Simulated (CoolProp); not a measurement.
Properties of isopentane along the isotherm 155.25 °C.

Values from CoolProp's reference Helmholtz-energy equation of state, Lemmon 2006. It is a short technical equation, of lower accuracy than the large ones.

| p (MPa) | phase | Z | cp (kJ/(kg K)) | speed of sound (m/s) | Joule-Thomson coefficient (K/MPa) | conductivity (mW/(m K)) | fugacity coefficient |
|---|---|---|---|---|---|---|---|
| 0.169 | gas | 0.9779 | 2.263 | ? | 9.540 | 31.0 | 0.9784 |
| 0.338 | gas | 0.9550 | 2.285 | 218.9 | 9.887 | 30.9 | 0.9568 |
| 0.507 | gas | 0.9312 | 2.310 | 213.9 | 10.28 | 30.8 | 0.9353 |
| 0.676 | gas | 0.9063 | 2.339 | 208.7 | 10.71 | 30.8 | 0.9139 |
| 0.845 | gas | 0.8802 | ? | ? | 11.21 | 30.8 | 0.8925 |
| 1.01 | gas | 0.8533 | 2.412 | 197.2 | 11.78 | 30.9 | 0.8716 |
| 1.18 | gas | 0.8240 | 2.462 | ? | 12.46 | 31.0 | 0.8501 |
| 1.35 | gas | 0.7925 | 2.525 | 183.7 | 13.27 | 31.2 | ? |
| 1.52 | gas | 0.7583 | 2.609 | ? | 14.27 | ? | 0.8068 |
| 1.69 | gas | 0.7207 | 2.727 | 167.2 | 15.54 | 32.0 | 0.7848 |

Problem. What belongs in the gaps?

Solution. 
- 0.169, speed of sound (m/s): 223.6
- 0.845, cp (kJ/(kg K)): 2.372
- 0.845, speed of sound (m/s): 203.1
- 1.18, speed of sound (m/s): 190.8
- 1.35, fugacity coefficient: 0.8285
- 1.52, speed of sound (m/s): 175.9
- 1.52, conductivity (mW/(m K)): 31.5

Thermal conductivity comes from a separate model (Vassiliou 2015).
